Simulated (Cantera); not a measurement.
Input: 1 mol CaF₂, 24 mol N₂, equilibrated at 450 °C and 3.90 Pa.

These are equilibrium values from Cantera (NASA tables, ideal gas, pure condensed phases), not measurements of a reactor. Candidate condensed phases: Ca, CaF₂; 11 gas species. Equilibrium is a limit: real reactors are often held back by kinetics, nucleation or transport.

Base state: N₂ 1.00 (mole fractions); condensed: CaF₂(s).

Q: What changes in the equilibrium state with this change: CaF₂ replaced by PbF₂?

A: 
```tsv
species	before	after
N₂	1.00	0.999
PbF₄	0	0.000995
PbF₂	0	8.03e-5
Pb	0	7.94e-5
CaF₂(s), mol	1.00	0
Pb(l), mol	0	0.0220
PbF₂(s), mol	0	0.950
```
Further candidate phases: Pb, PbF₂.
